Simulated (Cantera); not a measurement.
Input (Python, Cantera) and output of one run.

```python
import numpy as np
import cantera as ct

gas_names = [...]  # 47 gases of nasa_gas.yaml made of H, N, O
cond_names = """
    H2O(s) H2O(L)
""".split()


# ... load() reads the species with a 1 bar reference pressure and builds the phases ...
atoms = {
    'N2O': {'N': 2, 'O': 1},
    'H2O': {'H': 2, 'O': 1},
    'N2': {'N': 2},
}
top_T = {}  # K; cautious upper limits of use, not melting points


# ... equilibrate(T, P, feed) seeds the gas with the atoms and calls Mixture.equilibrate('TP', solver="vcs", rtol=1e-11, max_steps=5000) ...
results = []
feed = {'N2O': 1, 'H2O': 0.64, 'N2': 11}  # mol
P = 150000  # Pa
for T in [3000, 3500, 4000, 4500, 5000]:
    mix = equilibrate(T, P, feed)
    results.append((T, P, feed, dict(zip(mix.species_names, mix.species_moles))))

top = {s: max(r[3][s] / sum(r[3][g] for g in gas_names) for r in results) for s in gas_names}
cols = sorted((s for s in top if top[s] > 1e-05), key=lambda s: -top[s])[:8]
seen = [c for c in cond_names if any(r[3].get(c, 0) > 1e-12 for r in results)]
print("log10 of partial pressures in bar; condensed amounts in mol")
print(f"{'T/K':>10s}" + "".join(f"{s[:9]:>10s}" for s in cols + seen))
for T, P, feed, n in results:
    ng = sum(n[g] for g in gas_names)
    print(f"{T:10.4g}" + "".join(f"{np.log10(max(n[s] / ng * P / 1e5, 1e-99)):10.3f}" for s in cols)
          + "".join(f"{n.get(c, 0):10.4g}" for c in seen))
```

It prints:

```
log10 of partial pressures in bar; condensed amounts in mol
       T/K        N2         O         H       H2O         N        O2        NO        OH
      3000     0.123    -1.669    -1.801    -1.373    -4.795    -1.447    -1.592    -1.654
      3500     0.102    -1.155    -1.170    -2.009    -3.604    -1.695    -1.502    -1.633
      4000     0.086    -0.922    -0.954    -3.156    -2.708    -2.188    -1.588    -2.030
      4500     0.079    -0.846    -0.906    -4.397    -2.006    -2.785    -1.760    -2.568
      5000     0.070    -0.823    -0.899    -5.492    -1.445    -3.336    -1.938    -3.068
```

Equilibrium computed with Cantera from the NASA thermochemical tables; the gas is ideal and each condensed phase is pure.
